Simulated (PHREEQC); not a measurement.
Dissolve 0.0075 mol NH4HF2, 0.0015 mol (NH4)2SiF6, 0.052 mol H3BO3 and 0.001 mol H2SO4 per kg of water at 76 °C. Closed to the air; pH follows from the charge balance.

Model: ion-association model, phreeqc.dat, run in PHREEQC.

Precipitation was switched off in this run.

Q: Order these F species by the share of F that they hold, largest first: BF2(OH)2-, F-, BF4-, BF3OH-, HF.

A: BF4- (39 %), BF2(OH)2- (29 %), BF3OH- (13 %), HF (10 %), F- (8.4 %)

The pH is 3.47 and the ionic strength 0.0117 mol/kgw. Saturation is exceeded, for instance for Quartz (slow to form), Chalcedony (slow to form); the values hold only as long as no solid forms. At this temperature some constants are extrapolated from 25 °C, and those without enthalpy data are left unchanged. SiF6-2 is the database's only silicon fluoride. Real BF4- forms and hydrolyses slowly; the run takes it at equilibrium.
